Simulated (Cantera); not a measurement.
An adiabatic, constant-pressure homogeneous reactor starts with 10.3 % H₂, 8.16 % O₂, 81.6 % N₂, equivalence ratio 0.63, at 1450 K and 7500 Torr.

Cantera simulation using GRI-Mech 3.0 (53 species, 325 reactions); the numbers are that mechanism's predictions, not measurements. The hydrogen kinetics of GRI-Mech 3.0 are dated; newer H2 mechanisms differ, most at raised pressure.

One state of this run: T (K) = 2169; x H₂ = 0.000180; x O₂ = 0.0314; x O = 0.000125; x NO₂ = 1.33e-7; x HO₂ = 2.35e-6; x OH = 0.00159. x: mole fraction; the columns are a selection and need not sum to one.

Question: Which value of t (s) does it belong to?
A. 0.00100
B. 4.48e-5
C. 2.00e-6
D. 1.59e-5

Answer: A, 0.00100
